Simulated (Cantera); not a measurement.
Input: 1 mol CO2, 0.42 mol O2, 2.6 mol H2, held at 0.100 bar.

Cantera equilibrium calculation (NASA polynomials, part measured and part estimated; ideal gas, pure solids and liquids). Candidate condensed phases: C, C6H6, C7H8, C8H18, H2O; 110 gas species. Kinetics and transport are ignored. All values below are at 2673 K.

Base state: H2O 0.380, H2 0.239, CO 0.209, H 0.0792, CO2 0.0501, OH 0.0315, O 0.00668, O2 0.00431 (mole fractions); condensed: gas only.

Q: What changes in the equilibrium state with this change: H2 from 2.6 to 0.84 mol?

A: 
| species | before | after |
|---|---|---|
| H2O | 0.380 | 0.291 |
| CO2 | 0.0501 | 0.239 |
| CO | 0.209 | 0.208 |
| H2 | 0.239 | 0.0380 |
| O2 | 0.00431 | 0.0996 |
| O | 0.00668 | 0.0321 |
| H | 0.0792 | 0.0316 |
| OH | 0.0315 | 0.0604 |
| HO2 | 1.30e-6 | 1.20e-5 |

Q: What changes in the equilibrium state with this change: H2 from 2.6 to 0.22 mol?

A: 
```tsv
species	before	after
CO2	0.0501	0.358
O2	0.00431	0.243
CO	0.209	0.199
H2O	0.380	0.0875
H2	0.239	0.00730
O	0.00668	0.0502
H	0.0792	0.0139
OH	0.0315	0.0414
HO2	1.30e-6	1.28e-5
```

Q: What changes in the equilibrium state with this change: CO2 replaced by H2S?

A: 
```
species   before     after
-------  -------  --------
H2         0.239     0.575
H         0.0792     0.123
H2O        0.380     0.116
CO         0.209         0
S              0    0.0531
CO2       0.0501         0
SO             0    0.0420
S2             0    0.0377
SH             0    0.0320
OH        0.0315   0.00621
SO2            0   0.00779
H2S            0   0.00531
S2O            0  0.000181
O2       0.00431   6.96e-5
O        0.00668  0.000849
```
Further candidate phases: H2SO4, S.
